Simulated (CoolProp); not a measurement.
Vapour-liquid equilibrium of CHF3 (R23) (1) + R143a (2) at -102.45 °C; x and y are mole fractions of (1).

Model: multi-fluid Helmholtz-energy mixture model, Penoncello 2003 and Lemmon and Jacobsen 2000; pair parameters Bell 2016, in CoolProp.

### Question
Give the bubble pressure and the first vapour's composition at x = 0.125, 0.275, 0.575. Is there an azeotrope?

### Answer
x = 0.125: 0.05285 bar, y = 0.559; x = 0.275: 0.09086 bar, y = 0.791; x = 0.575: 0.1685 bar, y = 0.935. No azeotrope shows between x = 0.05 and 0.95.

The pair parameters rest on a limited set of measurements; away from them the model extrapolates. The gap from Raoult's law changes sign with composition, which may be real or a fault of the pair parameters; it wasn't checked against measurements.
